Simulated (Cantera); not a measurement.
Diamond growth

A diamond (100) surface in a fixed gas of H2 with x(CH4) = 0.0098, x(CH3) = 0.0015, at 1350 K, 27.0 Torr; coverages are run to steady state.

Detailed kinetics in Cantera: the Harris–Goodwin 1993 mechanism for the reconstructed diamond (100) surface.

```
x(H)     growth (µm/h)  θ c6HH  θ c6H*  θ c6*H   θ c6**    θ c6HM
-------  -------------  ------  ------  ------  -------  --------
0.0001          0.0901   0.684  0.0285   0.281  0.00344  0.000331
0.00021          0.400   0.569  0.0384   0.379  0.00830  0.000458
0.00043           1.26   0.479  0.0457   0.450   0.0159  0.000576
0.0009            3.04   0.419  0.0502   0.495   0.0259  0.000699
0.0019            5.64   0.384  0.0525   0.518   0.0363  0.000822
0.0039            8.42   0.366  0.0537   0.529   0.0447  0.000920
0.0082            11.4   0.356  0.0542   0.534   0.0506  0.000979
0.017             15.0   0.351  0.0545   0.536   0.0540  0.000986
0.035             20.4   0.349  0.0548   0.538   0.0559  0.000940
```
θ: site fractions in the mechanism's names (c6HH fully hydrogenated, c6H* and c6*H radical sites, c6** diradical, c6HM methylated).
